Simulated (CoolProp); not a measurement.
Vapour-liquid equilibrium of C3F8 (R218) (1) + R134a (2) at 231 kPa; x and y are mole fractions of (1).

Model: multi-fluid Helmholtz-energy mixture model, Lemmon 2006 and Tillner-Roth 1994; pair parameters Bell 2016, in CoolProp.

Task: Give the bubble temperature and the first vapour's composition at x = 0.05, 0.2, 0.35. Is there an azeotrope?

Result: x = 0.05: 262.3 K, y = 0.189; x = 0.2: 255.5 K, y = 0.446; x = 0.35: 253.1 K, y = 0.542. y crosses x between x = 0.65 and 0.8: the model has an azeotrope there.

Pair parameters are fitted to limited data, so mixtures are less certain than the pure fluids.
